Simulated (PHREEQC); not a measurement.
Solution (25 °C): 0.00085 mol Cu(BF4)2, 0.0011 mol H2SO4 and 0.0017 mol Na2SO4 per kg of water. Closed to the air; pH follows from the charge balance.

All values are PHREEQC results (ion-association model, wateq4f.dat), not measurements.

No solid was allowed to form.

Question: Order these Cu species by the share of Cu that they hold, largest first: CuSO4, Cu+2, CuF+.

Answer: Cu+2 (82 %), CuSO4 (17 %), CuF+ (0.98 %)

Question: Order these S species by the share of S that they hold, largest first: HSO4-, CuSO4, SO4-2, NaSO4-.

Answer: SO4-2 (83 %), HSO4- (11 %), CuSO4 (5.3 %), NaSO4- (0.93 %)

The pH is 2.73 and the ionic strength 0.00983 mol/kgw. Real BF4- forms and hydrolyses slowly; the run takes it at equilibrium.
